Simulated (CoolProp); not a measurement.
Values from CoolProp's reference Helmholtz-energy equation of state, Lemmon 2006. It is a short technical equation, of lower accuracy than the large ones.

Task: For toluene, give the phase and the Joule-Thomson coefficient (K/MPa), fugacity coefficient at 318.35 °C and 3.28 MPa.

Result: 
- 318.35 °C and 3.28 MPa: gas; Joule-Thomson coefficient 14.4, fugacity coefficient 0.719
